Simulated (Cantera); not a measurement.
A Cantera script and its output.

```python
import numpy as np
import cantera as ct

gas = ct.Solution("gri30.yaml")
gas.TPX = 1823, 14000, {'CH4': 0.042, 'H2': 1}
reactor = ct.IdealGasConstPressureReactor(gas, energy="off", clone=False)
net = ct.ReactorNet([reactor])
net.rtol, net.atol = 1e-08, 1e-18
show = ['CH4', 'H2', 'C2H', 'H', 'C2H2', 'C2H4', 'CH2']
times = np.geomspace(1e-05, 20, 11)

steps = ct.SolutionArray(gas, extra=["t"])
rows = []
print(f"{'t/s':>10s}{'T/K':>9s}{'P/Pa':>11s}" + "".join(f"{s:>11s}" for s in show))
for t in times:
    while net.time < t:
        t_next = net.step()
        steps.append(gas.state, t=t_next)
    rows.append([np.interp(t, steps.t, y) for y in (steps.T, steps.P, *steps(*show).X.T)])
    print(f"{t:10.3e}{rows[-1][0]:9.1f}{rows[-1][1]:11.4g}" + "".join(f"{x:11.3e}" for x in rows[-1][2:]))
rate = np.gradient(steps.T, steps.t)
print("integrator steps:", len(steps.t))
if steps.T.max() > steps.T[0] + 200:
    print(f"time of steepest temperature rise: {steps.t[rate.argmax()]:.4e} s")
gas.TPX = 1823, 14000, {'CH4': 0.042, 'H2': 1}
gas.equilibrate("TP")
print(f"equilibrium (TP): T = {gas.T:.1f} K  " + "  ".join(f"{s} {gas[s].X[0]:.3e}" for s in show))
```

Output:

```
       t/s      T/K       P/Pa        CH4         H2        C2H          H       C2H2       C2H4        CH2
 1.000e-05   1823.0    1.4e+04  4.030e-02  9.597e-01  2.524e-21  6.645e-06  3.857e-14  4.230e-11  2.733e-11
 4.267e-05   1823.0    1.4e+04  4.028e-02  9.597e-01  5.792e-18  2.867e-05  2.015e-11  4.353e-09  7.154e-10
 1.821e-04   1823.0    1.4e+04  4.020e-02  9.596e-01  1.276e-14  1.221e-04  1.042e-08  3.576e-07  1.421e-08
 7.768e-04   1823.0    1.4e+04  3.982e-02  9.593e-01  3.234e-11  4.873e-04  6.613e-06  2.174e-05  2.170e-07
 3.314e-03   1823.0    1.4e+04  3.774e-02  9.596e-01  7.062e-09  1.007e-03  6.989e-04  1.320e-04  8.213e-07
 1.414e-02   1823.0    1.4e+04  3.020e-02  9.636e-01  4.628e-08  1.048e-03  4.421e-03  9.996e-05  7.212e-07
 6.034e-02   1823.0    1.4e+04  1.597e-02  9.711e-01  1.241e-07  1.093e-03  1.145e-02  5.651e-05  4.314e-07
 2.575e-01   1823.0    1.4e+04  5.134e-03  9.768e-01  1.878e-07  1.135e-03  1.679e-02  4.828e-05  1.556e-07
 1.099e+00   1823.0    1.4e+04  1.474e-03  9.787e-01  2.105e-07  1.151e-03  1.859e-02  5.070e-05  4.675e-08
 4.687e+00   1823.0    1.4e+04  9.120e-04  9.790e-01  2.141e-07  1.154e-03  1.886e-02  5.131e-05  2.920e-08
 2.000e+01   1823.0    1.4e+04  9.080e-04  9.790e-01  2.141e-07  1.154e-03  1.886e-02  5.132e-05  2.907e-08
integrator steps: 884
equilibrium (TP): T = 1823.0 K  CH4 9.080e-04  H2 9.790e-01  C2H 2.141e-07  H 1.154e-03  C2H2 1.886e-02  C2H4 5.132e-05  CH2 2.907e-08
```

Model: GRI-Mech 3.0 (53 species, 325 reactions), integrated in Cantera. GRI-Mech 3.0 stops at C3 and has no aromatics, soot or wall deposition, so with more carbon than oxygen in the feed, carbon stays in small species such as C2H2 where larger ones or solid carbon would form.
